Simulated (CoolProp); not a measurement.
Values from CoolProp's reference Helmholtz-energy equation of state, de Reuck 1990.

Question: Give the vapour pressure (kPa), liquid density (kg/m³), vapour density (kg/m³), liquid cp (kJ/(kg K)) of saturated fluorine at -173.05, -161.15 °C.

Answer: 
```
T (°C)   p (kPa)  liquid density (kg/m³)  vapour density (kg/m³)  liquid cp (kJ/(kg K))
-------  -------  ----------------------  ----------------------  ---------------------
-173.05      431                    1390                    21.7                   1.59
-161.15     1010                    1290                    49.3                   1.71
```
